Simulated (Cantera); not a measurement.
Feed: 1 mol SO₂, 0.56 mol O₂, held at 7.60 bar.

Method: chemical equilibrium by Gibbs-energy minimisation in Cantera with the NASA 1993 tables (ideal gas, pure condensed phases). Candidate condensed phases: S; 10 gas species. Rates play no part. All values below are at 3273 K.

Base state: SO₂ 0.544, O₂ 0.340, SO 0.0580, O 0.0565, S 0.00120, SO₃ 0.000578, S₂ 3.93e-5, S₂O 2.45e-5 (mole fractions); condensed: gas only.

**Question.** What changes in the equilibrium state with this change: pressure from 7.60 bar to 0.000240 bar?

**Answer.** 
```csv
species,before,after
O,0.0565,0.754
S,0.00120,0.239
SO,0.0580,0.00489
SO₂,0.544,1.93e-5
O₂,0.340,0.00191
SO₃,0.000578,<1e-9
S₂O,2.45e-5,1.30e-8
```
